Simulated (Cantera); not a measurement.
**Equilibrium for carbothermic reduction: Cu₂O + CH₄ + N₂**

A closed system holds: 1 mol Cu₂O, 0.34 mol CH₄, 3 mol N₂, at 60.0 Pa.

Cantera equilibrium calculation (NASA polynomials, part measured and part estimated; ideal gas, pure solids and liquids). Candidate condensed phases: C, C₆H₆, C₇H₈, C₈H₁₈, Cu, CuO, Cu(OH)₂, Cu₂O, H₂O; 139 gas species. Equilibrium is a limit: real reactors are often held back by kinetics, nucleation or transport.

From 1325 °C to 1425 °C the condensed part is Cu(l). From 1525 °C to 1925 °C nothing is condensed. The main Cu-bearing gas is Cu throughout.

```
T (°C)   x N₂    x Cu   x H₂O    x H₂    x CO       x H   x CO₂      x OH  n Cu(l)
------  -----  ------  ------  ------  ------  --------  ------  --------  -------
1325    0.698  0.0643   0.116  0.0422  0.0413  0.000447  0.0378   4.76e-5     1.72
1425    0.553   0.258  0.0927  0.0320  0.0339   0.00106  0.0288  0.000157    0.598
1525    0.498   0.331  0.0838  0.0276  0.0314   0.00239  0.0250  0.000477        0
1625    0.496   0.331  0.0829  0.0264  0.0322   0.00518  0.0241   0.00133        0
1725    0.493   0.329  0.0791  0.0259  0.0336    0.0105  0.0224   0.00320        0
1825    0.487   0.325  0.0699  0.0271  0.0363    0.0207  0.0190   0.00633        0
1925    0.476   0.318  0.0546  0.0291  0.0399    0.0388  0.0142    0.0101        0
```
x: gas mole fraction; n: condensed amount in mol.
